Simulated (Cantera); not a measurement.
Charge: 1 mol TiO2, 6.9 mol HCl, 33 mol H2, at 0.00133 bar.

Equilibrium computed with Cantera from the NASA thermochemical tables; the gas is ideal and each condensed phase is pure. Candidate condensed phases: H2O, Ti, TiCl2, TiCl3, TiCl4, TiO, TiO2, Ti2O3, Ti3O5, Ti4O7; 23 gas species. Mutual solubility and eutectic melting of coexisting phases are not modelled. Condensed phases not in the tables: Magnéli phases beyond Ti4O7, TiOCl. Rates play no part.

log p: log10 of the partial pressure in bar; n: condensed amount in mol.

```csv
T (K),log p H2,log p HCl,log p H2O,log p H,log p Cl,n TiO2(rutile),n Ti4O7(s),n Ti3O5(s)
1098,-2.96,-3.64,-6.47,-9.09,-9.81,0.961,0.00976,0
1148,-2.96,-3.64,-6.19,-8.62,-9.36,0.924,0.0189,0
1198,-2.96,-3.64,-5.94,-8.20,-8.94,0.863,0.0341,0
1248,-2.96,-3.64,(withheld),(withheld),(withheld),(withheld),(withheld),0
1298,-2.96,-3.64,-5.49,-7.45,-8.20,0.614,0.0966,0
1348,-2.96,-3.64,-5.29,-7.12,-7.87,0.386,0.153,0
1398,-2.96,-3.64,-5.10,-6.81,-7.57,0.0559,0.236,0
1448,-2.96,-3.64,-5.08,(withheld),(withheld),0,0.250,0
1498,-2.96,-3.64,-5.08,-6.25,-7.02,0,0.250,0
1548,-2.96,-3.64,-5.08,-5.99,-6.77,0,0.250,0
1598,-2.96,-3.64,-4.98,-5.76,-6.53,0,0.0657,0.246
```

Fill in the missing entries.


- 1448, log p H: -6.52
- 1448, log p Cl: -7.28
- 1248, log p H2O: -5.71
- 1248, log p H: -7.81
- 1248, log p Cl: -8.56
- 1248, n TiO2(rutile): 0.765
- 1248, n Ti4O7(s): 0.0586
